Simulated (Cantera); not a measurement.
Charge: 1 mol SiF4, 0.2 mol N2, at 10.0 mbar.

These are equilibrium values from Cantera (NASA tables, ideal gas, pure condensed phases), not measurements of a reactor. Candidate condensed phases: Si, Si3N4; 16 gas species. The numbers say what is thermodynamically allowed, not how fast it happens. All values below are at 1150 K.

Base state: SiF4 0.833, N2 0.167 (mole fractions); condensed: gas only.

Problem. What changes in the equilibrium state with this change: 0.12 mol H2O added?

Solution. 
```csv
species,before,after
SiF4,0.833,0.684
HF,0,0.168
N2,0.167,0.145
H2O,0,0.00312
"SiO2(β-quartz), mol",0,0.0579
```
The tables hold silica as quartz up to 1696 K and as liquid above; real silica turns to tridymite and cristobalite and melts near 1996 K. Further candidate phases: H2O, SiO2, Si2N2O.
